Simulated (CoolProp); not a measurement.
Cyclopentane at several states: fugacity coefficient from the reference equation and from simpler models built on Tc = 511.7 K, pc = 4.583 MPa, ω = 0.202; each cubic takes its own stable root.

The numbers come from the reference Helmholtz-energy equation of state, Gedanitz 2015 in CoolProp.

```tsv
T (K)	p (MPa)	phase	reference
251.8	0.629	liquid	0.007449
413.5	0.0377	gas	0.9943
193.7	0.0156	liquid	0.002926
320.9	0.0103	gas	0.9965
```

Question: How far does each simpler model (van der Waals, Redlich-Kwong, Soave-Redlich-Kwong) lie from the reference over these 4 states: mean and median of the absolute difference, and the worst?

Answer: 
- van der Waals: mean 8571.0 %, median 1165.0 %, worst +31954.0 % at 193.7 K and 0.0156 MPa
- Redlich-Kwong: mean 40.4 %, median 40.3 %, worst +80.7 % at 251.8 K and 0.629 MPa
- Soave-Redlich-Kwong: mean 2.1 %, median 2.0 %, worst -4.2 % at 193.7 K and 0.0156 MPa
